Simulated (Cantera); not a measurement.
Input: 1 mol Si, 2.1 mol HCl, 2.1 mol H2, 2.7 mol Cl2, held at 925 °C and 0.133 bar.

Equilibrium computed with Cantera from the NASA thermochemical tables; the gas is ideal and each condensed phase is pure. Candidate condensed phases: Si; 19 gas species. The tables' values for SiCl3 are old estimates; treat these amounts as uncertain. Kinetics and transport are ignored.

Base state: HCl 0.596, H2 0.234, SiCl4 0.166, SiHCl3 0.00176, SiCl3 0.00144, SiCl2 0.000111 (mole fractions); condensed: gas only.

### Question
What changes in the equilibrium state with this change: HCl from 2.1 to 3.1 mol?

### Answer
```csv
species,before,after
HCl,0.596,0.654
H2,0.234,0.201
SiCl4,0.166,0.143
SiCl2,0.000111,6.76e-5
SiHCl3,0.00176,0.00118
SiCl3,0.00144,0.00104
```

### Question
What changes in the equilibrium state with this change: H2 from 2.1 to 0.31 mol?

### Answer
```tsv
species	before	after
HCl	0.596	0.661
SiCl4	0.166	0.243
Cl2	1.93e-9	0.0928
H2	0.234	5.99e-9
SiHCl3	0.00176	<1e-9
SiCl2	0.000111	<1e-9
```
